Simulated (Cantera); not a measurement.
**Adiabatic ignition**

An adiabatic, constant-volume homogeneous reactor starts with CH4 : O2 : N2 : H2O = 1 : 3.77 : 14.2 : 0.45 (molar parts), at 1775 K and 8250 Torr.

Cantera simulation using GRI-Mech 3.0 (53 species, 325 reactions); the numbers are that mechanism's predictions, not measurements.

| t (s) | T (K) | P (bar) | x CH4 | x O2 | x H2O | x CO | x HO2 |
|---|---|---|---|---|---|---|---|
| 3.00e-6 | 1775 | 11.0 | 0.0512 | 0.194 | 0.0233 | 3.09e-6 | 1.70e-5 |
| 1.30e-5 | 1851 | 11.5 | 0.0388 | 0.184 | 0.0341 | 0.00386 | 0.000291 |
| 5.63e-5 | 2865 | 18.0 | <1e-12 | 0.0863 | 0.113 | 0.00702 | 3.68e-5 |
| 0.000244 | 2844 | 17.8 | <1e-12 | 0.0807 | 0.114 | 0.00674 | 3.36e-5 |
| 0.00106 | 2833 | 17.8 | <1e-12 | 0.0779 | 0.114 | 0.00660 | 3.21e-5 |
| 0.00458 | 2833 | 17.8 | <1e-12 | 0.0779 | 0.114 | 0.00660 | 3.21e-5 |
| 0.0199 | 2833 | 17.8 | <1e-12 | 0.0779 | 0.114 | 0.00660 | 3.21e-5 |
| 0.0860 | 2833 | 17.8 | <1e-12 | 0.0779 | 0.114 | 0.00660 | 3.21e-5 |
| 0.373 | 2833 | 17.8 | <1e-12 | 0.0779 | 0.114 | 0.00660 | 3.21e-5 |
| 1.62 | 2833 | 17.8 | <1e-12 | 0.0779 | 0.114 | 0.00660 | 3.21e-5 |
| 7.00 | 2833 | 17.8 | <1e-12 | 0.0779 | 0.114 | 0.00660 | 3.21e-5 |
x: mole fraction; the columns are a selection and need not sum to one.

The time of steepest temperature rise comes out as 15.5 µs, the temperature at 7.00 s is 2833 K and the equilibrium temperature is 2833 K. The x(CH4) at 7.00 s comes out as <1e-12 (gas-phase equilibrium <1e-12) and the x(O2) at 7.00 s is 0.0779 (gas-phase equilibrium 0.0779). The x(H2O) at 7.00 s comes out as 0.114 (gas-phase equilibrium 0.114).
